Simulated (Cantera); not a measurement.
## Equilibrium for fluorocarbon and chlorocarbon gases: CHF3 + CH4

Charge: 1 mol CHF3, 0.56 mol CH4, at 1002 °C and 720 Pa.

Equilibrium computed with Cantera from the NASA thermochemical tables; the gas is ideal and each condensed phase is pure. Candidate condensed phases: C, C6H6, C7H8, C8H18; 95 gas species. The numbers say what is thermodynamically allowed, not how fast it happens.

```yaml
x(HF): 0.962
x(H2): 0.0385
x(H): 1.70e-6
n(C(graphite)): 1.56 mol
gas_amount: 3.120 mol
```
